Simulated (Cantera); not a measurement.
Input (Python, Cantera) and output of one run.

```python
import numpy as np
import cantera as ct

gas_names = [...]  # 136 gases of nasa_gas.yaml made of C, H, N, O
cond_names = """
    C(gr) C6H6(L) C7H8(L) C8H18(L),n-octa H2O(s) H2O(L)
""".split()


# ... load() reads the species with a 1 bar reference pressure and builds the phases ...
atoms = {
    'C3H6': {'C': 3, 'H': 6},
    'CO2': {'C': 1, 'O': 2},
    'N2': {'N': 2},
}
top_T = {'C(gr)': 4500}  # K; cautious upper limits of use, not melting points


# ... equilibrate(T, P, feed) seeds the gas with the atoms and calls Mixture.equilibrate('TP', solver="vcs", rtol=1e-11, max_steps=5000) ...
results = []
T = 2023  # K
P = 5500  # Pa
for m in [0.82, 2.7, 4.6, 6.6, 8.5, 10, 12, 14, 16, 18, 20, 22, 24]:
    feed = {'C3H6': 1, 'CO2': 0.81, 'N2': m}  # mol
    mix = equilibrate(T, P, feed)
    results.append((T, P, feed, dict(zip(mix.species_names, mix.species_moles))))
    x = sorted(zip(gas.X, gas.species_names), reverse=True)
    print(f"T = {T:g} K  P = {P:g} Pa  n(N2) = {m:g} mol  gas = {mix.phase_moles(0):.4g} mol")
    print("   x: " + "  ".join(f"{s} {v:.3e}" for v, s in x if v > 1e-06))
    print("   condensed (mol): " + ("  ".join(f"{mix.phase(i).name} {mix.phase_moles(i):.4g}"
          for i in range(1, mix.n_phases) if mix.phase_moles(i) > 1e-12) or "none"))
```

Result:

```
T = 2023 K  P = 5500 Pa  n(N2) = 0.82 mol  gas = 5.456 mol
   x: H2 5.439e-01  CO 2.969e-01  N2 1.479e-01  H 5.972e-03  HCN 4.573e-03  C2H2,acetylene 4.859e-04  HNC 2.708e-04  CH4 6.502e-06  CH3 1.408e-06  CN 1.246e-06
   condensed (mol): C(gr) 2.158
T = 2023 K  P = 5500 Pa  n(N2) = 2.7 mol  gas = 7.339 mol
   x: H2 4.026e-01  N2 3.646e-01  CO 2.207e-01  HCN 6.178e-03  H 5.138e-03  HNC 3.659e-04  C2H2,acetylene 3.596e-04  CH4 3.562e-06  CN 1.956e-06
   condensed (mol): C(gr) 2.137
T = 2023 K  P = 5500 Pa  n(N2) = 4.6 mol  gas = 9.241 mol
   x: N2 4.944e-01  H2 3.187e-01  CO 1.753e-01  HCN 6.401e-03  H 4.571e-03  HNC 3.791e-04  C2H2,acetylene 2.847e-04  CN 2.278e-06  CH4 2.232e-06  C2N2 1.114e-06
   condensed (mol): C(gr) 2.122
T = 2023 K  P = 5500 Pa  n(N2) = 6.6 mol  gas = 11.24 mol
   x: N2 5.837e-01  H2 2.612e-01  CO 1.441e-01  HCN 6.296e-03  H 4.139e-03  HNC 3.729e-04  C2H2,acetylene 2.333e-04  CN 2.475e-06  CH4 1.499e-06  C2N2 1.315e-06
   condensed (mol): C(gr) 2.11
T = 2023 K  P = 5500 Pa  n(N2) = 8.5 mol  gas = 13.15 mol
   x: N2 6.434e-01  H2 2.229e-01  CO 1.232e-01  HCN 6.106e-03  H 3.823e-03  HNC 3.616e-04  C2H2,acetylene 1.991e-04  CN 2.598e-06  C2N2 1.450e-06  CH4 1.092e-06
   condensed (mol): C(gr) 2.1
T = 2023 K  P = 5500 Pa  n(N2) = 10 mol  gas = 14.65 mol
   x: N2 6.796e-01  H2 1.997e-01  CO 1.106e-01  HCN 5.941e-03  H 3.619e-03  HNC 3.518e-04  C2H2,acetylene 1.784e-04  CN 2.671e-06  C2N2 1.532e-06
   condensed (mol): C(gr) 2.093
T = 2023 K  P = 5500 Pa  n(N2) = 12 mol  gas = 16.65 mol
   x: N2 7.178e-01  H2 1.753e-01  CO 9.731e-02  HCN 5.720e-03  H 3.391e-03  HNC 3.388e-04  C2H2,acetylene 1.566e-04  CN 2.745e-06  C2N2 1.618e-06
   condensed (mol): C(gr) 2.084
T = 2023 K  P = 5500 Pa  n(N2) = 14 mol  gas = 18.65 mol
   x: N2 7.478e-01  H2 1.562e-01  CO 8.686e-02  HCN 5.511e-03  H 3.200e-03  HNC 3.264e-04  C2H2,acetylene 1.395e-04  CN 2.801e-06  C2N2 1.685e-06
   condensed (mol): C(gr) 2.076
T = 2023 K  P = 5500 Pa  n(N2) = 16 mol  gas = 20.65 mol
   x: N2 7.719e-01  H2 1.408e-01  CO 7.844e-02  HCN 5.317e-03  H 3.039e-03  HNC 3.149e-04  C2H2,acetylene 1.258e-04  CN 2.846e-06  C2N2 1.740e-06
   condensed (mol): C(gr) 2.068
T = 2023 K  P = 5500 Pa  n(N2) = 18 mol  gas = 22.65 mol
   x: N2 7.919e-01  H2 1.281e-01  CO 7.151e-02  HCN 5.137e-03  H 2.899e-03  HNC 3.042e-04  C2H2,acetylene 1.145e-04  CN 2.883e-06  C2N2 1.785e-06
   condensed (mol): C(gr) 2.061
T = 2023 K  P = 5500 Pa  n(N2) = 20 mol  gas = 24.65 mol
   x: N2 8.086e-01  H2 1.176e-01  CO 6.571e-02  HCN 4.972e-03  H 2.776e-03  HNC 2.944e-04  C2H2,acetylene 1.050e-04  CN 2.913e-06  C2N2 1.822e-06
   condensed (mol): C(gr) 2.055
T = 2023 K  P = 5500 Pa  n(N2) = 22 mol  gas = 26.66 mol
   x: N2 8.228e-01  H2 1.086e-01  CO 6.078e-02  HCN 4.820e-03  H 2.668e-03  HNC 2.854e-04  C2H2,acetylene 9.698e-05  CN 2.938e-06  C2N2 1.854e-06
   condensed (mol): C(gr) 2.049
T = 2023 K  P = 5500 Pa  n(N2) = 24 mol  gas = 28.66 mol
   x: N2 8.350e-01  H2 1.008e-01  CO 5.653e-02  HCN 4.679e-03  H 2.571e-03  HNC 2.771e-04  C2H2,acetylene 9.007e-05  CN 2.960e-06  C2N2 1.882e-06
   condensed (mol): C(gr) 2.043
```

Equilibrium computed with Cantera from the NASA thermochemical tables; the gas is ideal and each condensed phase is pure.
